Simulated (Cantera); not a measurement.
A closed system holds: 1 mol Si, 0.015 mol H2O, 1000 mol N2, 0.012 mol O2, at 1950 K and 0.133 bar.

These are equilibrium values from Cantera (NASA tables, ideal gas, pure condensed phases), not measurements of a reactor. Candidate condensed phases: H2O, Si, SiO2, Si2N2O, Si3N4; 35 gas species. The tables' values for SiN are old estimates; treat these amounts as uncertain. The numbers say what is thermodynamically allowed, not how fast it happens.

What is the equilibrium state?


```
Item                                 Result
--------------------------------  ---------
x(N2)                                 1.000
x(Si)                              0.000131
x(SiO)                              3.90e-5
x(Si2N)                             1.42e-5
x(SiN)                              1.41e-5
x(H2)                               9.99e-6
x(H)                                9.92e-6
n(Si3N4(s))                       0.262 mol
gas amount                        999.7 mol
log10 activity of Si(l) (absent)      -0.13
```
